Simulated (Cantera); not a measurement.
An adiabatic, constant-volume homogeneous reactor starts with CH₄ : O₂ : N₂ = 1 : 1 : 3.76 (molar parts), equivalence ratio 2.0, at 1800 K and 340000 Pa.

Detailed kinetics in Cantera: GRI-Mech 3.0 (53 species, 325 reactions). Above 3000 K some thermodynamic fits are extrapolated.

Problem. Predict: time of steepest temperature rise; temperature at 0.800 s; equilibrium temperature; x(O₂) at 0.800 s; x(HO₂) at 0.800 s; x(OH) at 0.800 s.

Solution. 
```json
{
  "time_of_steepest_temperature_rise": "42.0 µs",
  "temperature at 0.800 s": "2985 K",
  "equilibrium_temperature": "2985 K",
  "x(O₂) at 0.800 s": "0.000177 (gas-phase equilibrium 0.000177)",
  "x(HO₂) at 0.800 s": "3.64e-7 (gas-phase equilibrium 3.64e-7)",
  "x(OH) at 0.800 s": "0.00605 (gas-phase equilibrium 0.00605)"
}
```
